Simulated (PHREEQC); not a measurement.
1.2 g of hydrous ferric oxide (600 m²/g; 0.2 weak and 0.005 strong sites per Fe, Dzombak-Morel constants, diffuse double layer) in 1 kg of water with 0.005 mol/kgw of an inert sodium salt and 0.00021 mol ZnSO4 and 9.6e-06 mol Na2SO4, at 25 °C; the pH is set by adding NaOH or the inert anion's acid. O2 is buffered at 0.21 atm. The system is closed to CO2. Nothing may precipitate in this run.

Base run: PHREEQC, ion-association model, wateq4f.dat. Each further column changes one thing. The table gives Zn sorbed (%).

```
pH     base  no electrostatic term (-no_edl)  background salt from 0.005 to 0.0005 mol/kgw  oxide from 1.2 to 6 g/kgw
----  -----  -------------------------------  --------------------------------------------  -------------------------
4       0.2                              0.2                                           0.1                        0.7
4.5     1.2                              2.2                                           1.1                        5.0
5.5    23.3                             33.0                                          23.0                       66.0
6      43.4                             63.9                                          43.6                       92.3
6.5    75.9                             92.5                                          77.1                       99.0
7.5    99.3                             99.8                                          99.4                      100.0
8      99.9                             99.9                                          99.9                      100.0
8.5   100.0                            100.0                                         100.0                      100.0
9.5   100.0                             99.5                                         100.0                      100.0
10    100.0                             95.9                                         100.0                      100.0
10.5  100.0                             73.3                                         100.0                      100.0
11.5   99.9                             12.2                                          99.9                      100.0
12     99.2                              0.8                                          99.4                      100.0
```

 In at least one series the solution becomes supersaturated in solids that the run did not let form, among them Zn(OH)2-e.
